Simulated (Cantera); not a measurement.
Gas mixture: H2O : C2H2 : N2 : NH3 = 0.65 : 0.36 : 0.2 : 0.64 (molar parts), at 0.0570 bar, frozen composition.

Cantera's kinetic-theory transport with the Lennard-Jones parameters of GRI-Mech 3.0, ideal gas; thermal conductivity in the multicomponent form. Polar gases are described roughly by these parameters.

D: mixture-averaged diffusion coefficient of that species in the mixture.

```csv
T (K),ρ (kg/m³),cp (J/kg/K),μ (µPa s),λ (mW/m/K),Pr,D (cm²/s) OH,D (cm²/s) CO2,D (cm²/s) O
400,0.0348,1888,14.8,39.8,0.701,9.85,4.70,10.0
500,0.0279,2006,18.3,52.4,0.699,14.7,7.20,14.9
600,0.0232,2117,21.6,65.5,0.699,20.2,10.1,20.6
700,0.0199,2220,___,___,0.699,___,___,___
800,0.0174,2317,___,___,0.700,___,___,___
900,0.0155,2410,31.0,106,0.702,40.7,21.1,41.4
```

Problem. Complete the blanks.

Solution. 
- 700, μ (µPa s): 24.9
- 700, λ (mW/m/K): 78.9
- 700, D (cm²/s) OH: 26.5
- 700, D (cm²/s) CO2: 13.4
- 700, D (cm²/s) O: 26.9
- 800, μ (µPa s): 28.0
- 800, λ (mW/m/K): 92.6
- 800, D (cm²/s) OH: 33.3
- 800, D (cm²/s) CO2: 17.1
- 800, D (cm²/s) O: 33.9
